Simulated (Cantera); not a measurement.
Input: 1 mol Cu2O, 2.2 mol CH4, 2.2 mol N2, held at 1425 °C and 133 Pa.

Cantera equilibrium calculation (NASA polynomials, part measured and part estimated; ideal gas, pure solids and liquids). Candidate condensed phases: C, C6H6, C7H8, C8H18, Cu, CuO, Cu(OH)2, Cu2O, H2O; 139 gas species. The numbers say what is thermodynamically allowed, not how fast it happens.

Base state: H2 0.509, N2 0.255, CO 0.116, Cu 0.116, H 0.00282, HCN 0.00130, Cu2 0.000139, HNC 3.88e-5 (mole fractions); condensed: C(graphite) + Cu(l).

Task: What changes in the equilibrium state with this change: pressure from 133 Pa to 29000 Pa?

Result: 
| species | before | after |
|---|---|---|
| H2 | 0.509 | 0.578 |
| N2 | 0.255 | 0.289 |
| CO | 0.116 | 0.131 |
| Cu | 0.116 | 0.000534 |
| CH4 | 3.81e-7 | 0.000107 |
| H2O | 3.84e-8 | 1.07e-5 |
| Cu2 | 0.000139 | 6.39e-7 |
| C(graphite), mol | 1.19 | 1.19 |
| Cu(l), mol | 0.998 | 2.00 |
